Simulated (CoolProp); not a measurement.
R1123 at several states: fugacity coefficient from the reference equation and from simpler models built on Tc = 58.6 °C, pc = 4.549 MPa, ω = 0.243; each cubic takes its own stable root.

The numbers come from the reference Helmholtz-energy equation of state, Akasaka 2020 in CoolProp.

```tsv
T (°C)	p (MPa)	phase	reference
120.65	0.0507	gas	0.9979
178.25	1.76	gas	0.9573
-43.25	1.11	liquid	0.2053
```

Q: How far does each simpler model (van der Waals, Redlich-Kwong, Soave-Redlich-Kwong, Peng-Robinson) lie from the reference over these 3 states: mean and median of the absolute difference, and the worst?

A: 
- van der Waals: mean 78.3 %, median 1.0 %, worst +234.0 % at -43.25 °C and 1.11 MPa
- Redlich-Kwong: mean 17.8 %, median 0.8 %, worst +52.5 % at -43.25 °C and 1.11 MPa
- Soave-Redlich-Kwong: mean 0.4 %, median 0.3 %, worst +1.0 % at -43.25 °C and 1.11 MPa
- Peng-Robinson: mean 0.3 %, median 0.1 %, worst -0.7 % at 178.25 °C and 1.76 MPa
